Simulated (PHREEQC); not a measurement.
## Phosphoric acid bath (model solution)

Solution (37 °C): 0.056 mol/kgw H3PO4. Closed to the air; pH follows from the charge balance.

All values are PHREEQC results (ion-association model, phreeqc.dat), not measurements.

| Quantity | Value |
|---|---|
| pH | 1.81 |
| ionic strength | 0.0171 mol/kgw |
| specific conductance | 7680 µS/cm |
| total alkalinity | -56.0 meq/kg |

```
species  molality  activity   log γ
-------  --------  --------  ------
H3PO4      0.0389    0.0390   0.002
H+         0.0171    0.0153  -0.049
H2PO4-     0.0171    0.0151  -0.055
HPO4-2    1.09e-7   6.53e-8  -0.224
```

No solid was allowed to form. Away from 25 °C the constants follow the database's enthalpies or fits; those with neither stay at their 25 °C values.
